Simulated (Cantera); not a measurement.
**Premixed flame**

A freely propagating, adiabatic, planar premixed flame of 13.8 % CH₄, 1.51 % H₂, 21.7 % O₂, 63.0 % N₂, unburnt at 350 K and 270000 Pa; mixture-averaged transport, grid criteria slope 0.08 and curve 0.16, no radiation.

Computed with Cantera and GRI-Mech 3.0 (53 species, 325 reactions). Burning velocities carry a grid error of a few per cent, more on coarse grids.

```json
[
 {"z (mm)": "-0.520", "T (K)": "350", "u (m/s)": "0.442", "x CH₄": "0.137", "x H₂": "0.0163", "x O₂": "0.217", "x H₂O₂": "1.22e-8", "x HCN": "<1e-8", "x H₂O": "2.12e-5"},
 {"z (mm)": "-0.346", "T (K)": "353", "u (m/s)": "0.447", "x CH₄": "0.137", "x H₂": "0.0191", "x O₂": "0.216", "x H₂O₂": "2.58e-7", "x HCN": "<1e-8", "x H₂O": "0.000364"},
 {"z (mm)": "-0.260", "T (K)": "366", "u (m/s)": "0.465", "x CH₄": "0.135", "x H₂": "0.0231", "x O₂": "0.215", "x H₂O₂": "1.42e-6", "x HCN": "2.51e-8", "x H₂O": "0.00183"},
 {"z (mm)": "-0.173", "T (K)": "487", "u (m/s)": "0.626", "x CH₄": "0.127", "x H₂": "0.0319", "x O₂": "0.206", "x H₂O₂": "1.32e-5", "x HCN": "5.32e-7", "x H₂O": "0.0160"},
 {"z (mm)": "-0.0866", "T (K)": "1077", "u (m/s)": "1.42", "x CH₄": "0.0845", "x H₂": "0.0446", "x O₂": "0.153", "x H₂O₂": "3.88e-5", "x HCN": "6.38e-6", "x H₂O": "0.0836"},
 {"z (mm)": "-0.0433", "T (K)": "1558", "u (m/s)": "2.08", "x CH₄": "0.0462", "x H₂": "0.0508", "x O₂": "0.0995", "x H₂O₂": "1.23e-5", "x HCN": "1.46e-5", "x H₂O": "0.139"},
 {"z (mm)": "0", "T (K)": "1973", "u (m/s)": "2.66", "x CH₄": "0.0125", "x H₂": "0.0535", "x O₂": "0.0439", "x H₂O₂": "3.07e-6", "x HCN": "2.83e-5", "x H₂O": "0.189"},
 {"z (mm)": "0.0433", "T (K)": "2164", "u (m/s)": "2.93", "x CH₄": "0.00157", "x H₂": "0.0514", "x O₂": "0.0138", "x H₂O₂": "6.77e-7", "x HCN": "3.78e-5", "x H₂O": "0.212"},
 {"z (mm)": "0.0866", "T (K)": "2219", "u (m/s)": "2.99", "x CH₄": "0.000158", "x H₂": "0.0498", "x O₂": "0.00434", "x H₂O₂": "2.39e-7", "x HCN": "3.01e-5", "x H₂O": "0.217"},
 {"z (mm)": "0.173", "T (K)": "2251", "u (m/s)": "3.03", "x CH₄": "2.58e-6", "x H₂": "0.0500", "x O₂": "0.00103", "x H₂O₂": "1.28e-7", "x HCN": "1.26e-5", "x H₂O": "0.218"},
 {"z (mm)": "0.346", "T (K)": "2279", "u (m/s)": "3.06", "x CH₄": "<1e-8", "x H₂": "0.0506", "x O₂": "0.000491", "x H₂O₂": "8.51e-8", "x HCN": "2.80e-6", "x H₂O": "0.219"},
 {"z (mm)": "0.693", "T (K)": "2305", "u (m/s)": "3.09", "x CH₄": "<1e-8", "x H₂": "0.0507", "x O₂": "0.000246", "x H₂O₂": "4.99e-8", "x HCN": "3.82e-7", "x H₂O": "0.221"},
 {"z (mm)": "1.39", "T (K)": "2323", "u (m/s)": "3.11", "x CH₄": "<1e-8", "x H₂": "0.0508", "x O₂": "0.000108", "x H₂O₂": "2.52e-8", "x HCN": "3.81e-8", "x H₂O": "0.222"}
]
```
x: mole fraction of selected species; z is measured from the peak of heat release.

```json
{
  "laminar_burning_velocity": "44.1 cm/s",
  "thermal_thickness": "0.173 mm",
  "peak x(H₂O₂)": "3.92e-5",
  "peak x(HCN)": "3.79e-5",
  "grid_points": "154"
}
```
